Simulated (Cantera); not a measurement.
Mixture: CH₄ : O₂ : N₂ = 1 : 2.25 : 8.45 (molar parts), equivalence ratio 0.89, at 4.93 atm, adiabatic and at constant pressure. Ignition delay is the time to a rise of 400 K.

Computed with Cantera and GRI-Mech 3.0 (53 species, 325 reactions).

Q: Predict: delay at 1025 K; delay at 1225 K; delay at 1425 K; delay at 1625 K; delay at 1825 K; apparent activation energy between 1725 and 1925 K.

A: 
```json
{
  "delay at 1025 K": "0.114 s",
  "delay at 1225 K": "6.84 ms",
  "delay at 1425 K": "0.684 ms",
  "delay at 1625 K": "0.102 ms",
  "delay at 1825 K": "23.4 µs",
  "apparent activation energy between 1725 and 1925 K": "180 kJ/mol"
}
```
